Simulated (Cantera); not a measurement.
Charge: 1 mol CF₄, 0.013 mol CH₄, equilibrated at 22.0 Pa.

These are equilibrium values from Cantera (NASA tables, ideal gas, pure condensed phases), not measurements of a reactor. Candidate condensed phases: C, C₆H₆, C₇H₈, C₈H₁₈; 95 gas species. Gases not in the tables: C₂F₆ and larger saturated fluorocarbons. Equilibrium is a limit: real reactors are often held back by kinetics, nucleation or transport.

Which condensed phases are stable at each of these points (T (K)): 1223, 1373, 1523, 1673, 1823, 1973, 2123, 2273, 2423, 2573, 2723, 2873?


| T (K) | condensed phases | C condensed (%) |
|---|---|---|
| 1223 | C(graphite) | 2.6 |
| 1373 | C(graphite) | 2.6 |
| 1523 | C(graphite) | 2.4 |
| 1673 | C(graphite) | 1.5 |
| 1823 | gas only | 0.0 |
| 1973 | gas only | 0.0 |
| 2123 | C(graphite) | 13.4 |
| 2273 | C(graphite) | 57.0 |
| 2423 | C(graphite) | 75.9 |
| 2573 | C(graphite) | 70.7 |
| 2723 | gas only | 0.0 |
| 2873 | gas only | 0.0 |

From 1223 K to 1673 K the condensed part is C(graphite). From 1823 K to 1973 K nothing is condensed. From 2123 K to 2573 K the condensed part is C(graphite). From 2723 K to 2873 K nothing is condensed.
